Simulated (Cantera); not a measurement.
Input: 1 mol MgCO3, 0.15 mol H2S, 0.18 mol H2O, held at 20000 Pa.

Method: chemical equilibrium by Gibbs-energy minimisation in Cantera with the NASA 1993 tables (ideal gas, pure condensed phases). Candidate condensed phases: C, C6H6, C7H8, C8H18, H2O, H2SO4, Mg, MgCO3, MgO, Mg(OH)2, MgS, MgSO4, S; 130 gas species. Gases not in the tables: S3 to S7. Equilibrium is a limit: real reactors are often held back by kinetics, nucleation or transport.

Question: At 973 K, list the 5 most abundant gas species with their mole fractions, and the condensed phases.

Answer: CO2 0.713, H2O 0.160, H2S 0.0761, CO 0.0217, S2 0.0138. Condensed: MgO(s).
